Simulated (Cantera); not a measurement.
Input: 1 mol Si, 21 mol HCl, 59 mol N2, 7.6 mol F2, at 773.15 K and 29.0 mbar.

Method: chemical equilibrium by Gibbs-energy minimisation in Cantera with the NASA 1993 tables (ideal gas, pure condensed phases). Candidate condensed phases: NH4Cl, Si, Si3N4; 49 gas species. The numbers say what is thermodynamically allowed, not how fast it happens.

Base state: N2 0.681, HF 0.129, HCl 0.113, Cl2 0.0647, SiF4 0.0115 (mole fractions); condensed: gas only.

Task: What changes in the equilibrium state with this change: temperature from 773.15 K to 1148 K?

Result: 
```json
[
 {"species": "N2", "before": "0.681", "after": "0.680"},
 {"species": "HF", "before": "0.129", "after": "0.129"},
 {"species": "HCl", "before": "0.113", "after": "0.113"},
 {"species": "Cl", "before": "7.33e-6", "after": "0.00394"},
 {"species": "Cl2", "before": "0.0647", "after": "0.0626"},
 {"species": "SiF4", "before": "0.0115", "after": "0.0115"}
]
```

Task: What changes in the equilibrium state with this change: temperature from 773.15 K to 1700 K?

Result: 
```tsv
species	before	after
N2	0.681	0.645
HF	0.129	0.123
HCl	0.113	0.107
Cl	7.33e-6	0.105
Cl2	0.0647	0.00869
SiF4	0.0115	0.0109
F	<1e-9	1.52e-5
```
